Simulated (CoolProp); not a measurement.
Vapour-liquid equilibrium of R125 (1) + fluoroethane (R161) (2) at 0.00521 MPa; x and y are mole fractions of (1).

The numbers come from the multi-fluid Helmholtz-energy mixture model, Lemmon 2005 and Wu 2012; pair parameters Bell 2016 in CoolProp.

```tsv
x	bubble temperature (°C)	y at the bubble point	dew temperature at overall composition x (°C)	liquid density (mol/L)
0.05	-87.1	0.076	-87.0	18.12
0.125	-87.7	0.198	-87.3	17.72
0.2	-88.5	0.318	-87.7	17.34
0.275	-89.3	0.429	-88.2	16.97
0.35	-90.1	0.526	-88.7	16.61
0.425	-90.8	0.609	-89.2	16.27
0.5	-91.5	0.679	-89.8	15.93
0.575	-92.1	0.738	-90.5	15.60
0.65	-92.6	0.788	-91.2	15.28
0.725	-93.0	0.832	-92.0	14.97
0.8	-93.4	0.874	-92.7	14.67
0.875	-93.7	0.916	-93.4	14.37
0.95	-93.9	0.963	-93.9	14.09
```

No azeotrope shows between x = 0.05 and 0.95.

Pair parameters are fitted to limited data, so mixtures are less certain than the pure fluids. The gap from Raoult's law changes sign with composition, which may be real or a fault of the pair parameters; it wasn't checked against measurements.
